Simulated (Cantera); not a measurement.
Input: 1 mol Si, 0.89 mol CO, 120 mol H₂, 0.021 mol O₂, at 1477 °C and 0.370 bar.

Method: chemical equilibrium by Gibbs-energy minimisation in Cantera with the NASA 1993 tables (ideal gas, pure condensed phases). Candidate condensed phases: C, C₆H₆, C₇H₈, C₈H₁₈, H₂O, Si, SiC, SiO₂; 123 gas species. The numbers say what is thermodynamically allowed, not how fast it happens.

Base state: H₂ 0.992, SiO 0.00431, CO 0.00339, H 0.000381, CH₄ 2.04e-5 (mole fractions); condensed: SiC(s).

Task: What changes in the equilibrium state with this change: Si replaced by Pb?

Result: 
| species | before | after |
|---|---|---|
| H₂ | 0.992 | 0.984 |
| Pb | 0 | 0.00820 |
| CO | 0.00339 | 0.00730 |
| SiO | 0.00431 | 0 |
| H₂O | 7.46e-6 | 0.000345 |
| CH₄ | 2.04e-5 | 9.27e-7 |
| H | 0.000381 | 0.000379 |
| SiC(s), mol | 0.478 | 0 |
Further candidate phases: Pb, PbO, PbO₂, Pb₃O₄.

Task: What changes in the equilibrium state with this change: CO from 0.89 to 0.28 mol?

Result: 
```
species        before     after
-----------  --------  --------
H₂              0.992     0.997
SiO           0.00431   0.00249
H            0.000381  0.000382
CO            0.00339  0.000188
SiH₂          6.41e-6   2.08e-5
CH₄           2.04e-5   6.39e-6
SiC(s), mol     0.478     0.257
Si(l), mol          0     0.441
```
Mutual solubility and eutectic melting of coexisting phases are not modelled. Gases not in the tables: Si₂H₆ and higher silanes.
